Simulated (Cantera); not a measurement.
## Silicon epitaxy and polysilicon growth: Si₃H₈ + HCl + N₂

A closed system holds: 1 mol Si₃H₈, 3.1 mol HCl, 19 mol N₂, at 2.40 mbar.

Method: chemical equilibrium by Gibbs-energy minimisation in Cantera with the NASA 1993 tables (ideal gas, pure condensed phases). Candidate condensed phases: NH₄Cl, Si, Si₃N₄; 28 gas species. The feed counts by its element totals alone. N₂ is the only nitrogen source here; it is nearly inert below about 1500 K, so the nitride shown seldom forms there in practice. The tables' values for SiCl₃, SiCl are old estimates; treat these amounts as uncertain. Kinetics and transport are ignored.

From 848 K to 1673 K the condensed part is Si₃N₄(s). The main Si-bearing gas is SiCl₄ at 848 K and SiCl₂ at 1673 K.

| T (K) | x N₂ | x H₂ | x HCl | x SiCl₂ | x H | x SiCl₄ | n Si₃N₄(s) |
|---|---|---|---|---|---|---|---|
| 848 | 0.706 | 0.168 | 0.125 | 2.33e-9 | 1.59e-10 | 0.000917 | 0.993 |
| 923 | 0.706 | 0.167 | 0.126 | 5.09e-8 | 2.04e-9 | 0.000642 | 0.995 |
| 998 | 0.706 | 0.167 | 0.127 | 6.95e-7 | 1.79e-8 | 0.000474 | 0.996 |
| 1073 | 0.706 | 0.167 | 0.127 | 6.53e-6 | 1.17e-7 | 0.000364 | 0.997 |
| 1148 | 0.706 | 0.167 | 0.127 | 4.55e-5 | 5.97e-7 | 0.000289 | 0.997 |
| 1223 | 0.706 | 0.167 | 0.127 | 0.000246 | 2.51e-6 | 0.000232 | 0.995 |
| 1298 | 0.706 | 0.168 | 0.125 | 0.00106 | 8.95e-6 | 0.000181 | 0.988 |
| 1373 | 0.706 | 0.170 | 0.120 | 0.00360 | 2.80e-5 | 0.000125 | 0.967 |
| 1448 | 0.707 | 0.175 | 0.108 | 0.00926 | 7.87e-5 | 6.73e-5 | 0.921 |
| 1523 | 0.709 | 0.182 | 0.0899 | 0.0179 | 0.000202 | 2.63e-5 | 0.851 |
| 1598 | 0.711 | 0.191 | 0.0704 | 0.0274 | 0.000474 | 8.05e-6 | 0.773 |
| 1673 | 0.712 | 0.198 | 0.0530 | 0.0357 | 0.00103 | 2.16e-6 | 0.702 |
x: gas mole fraction; n: condensed amount in mol.
